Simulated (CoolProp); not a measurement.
Ethane along the isotherm 191 K: density (kg/m³) from the reference equation and from simpler models built on Tc = 305.3 K, pc = 48.72 bar, ω = 0.099; each cubic takes its own stable root.

Computed with CoolProp (reference Helmholtz-energy equation of state, Bücker 2006).

```json
[
 {"p (bar)": "1.87", "phase": "liquid", "reference": "535.7"},
 {"p (bar)": "3.75", "phase": "liquid", "reference": "535.9"},
 {"p (bar)": "5.62", "phase": "liquid", "reference": "536.1"},
 {"p (bar)": "7.5", "phase": "liquid", "reference": "536.3"},
 {"p (bar)": "9.37", "phase": "liquid", "reference": "536.5"},
 {"p (bar)": "11.2", "phase": "liquid", "reference": "536.7"},
 {"p (bar)": "13.1", "phase": "liquid", "reference": "536.9"},
 {"p (bar)": "15", "phase": "liquid", "reference": "537.1"},
 {"p (bar)": "16.9", "phase": "liquid", "reference": "537.3"},
 {"p (bar)": "18.7", "phase": "liquid", "reference": "537.5"},
 {"p (bar)": "20.6", "phase": "liquid", "reference": "537.7"},
 {"p (bar)": "22.5", "phase": "liquid", "reference": "537.9"},
 {"p (bar)": "24.4", "phase": "liquid", "reference": "538.1"}
]
```

### Question
How far does each simpler model (van der Waals, Soave-Redlich-Kwong, Peng-Robinson) lie from the reference over these 13 states: mean and median of the absolute difference, and the worst?

### Answer
- van der Waals: mean 44.5 %, median 34.6 %, worst -99.3 % at 191 K and 1.87 bar
- Soave-Redlich-Kwong: mean 3.7 %, median 3.7 %, worst -3.8 % at 191 K and 1.87 bar
- Peng-Robinson: mean 8.8 %, median 8.8 %, worst +8.8 % at 191 K and 24.4 bar

At some of these states van der Waals gives the other phase, because its saturation line lies elsewhere.
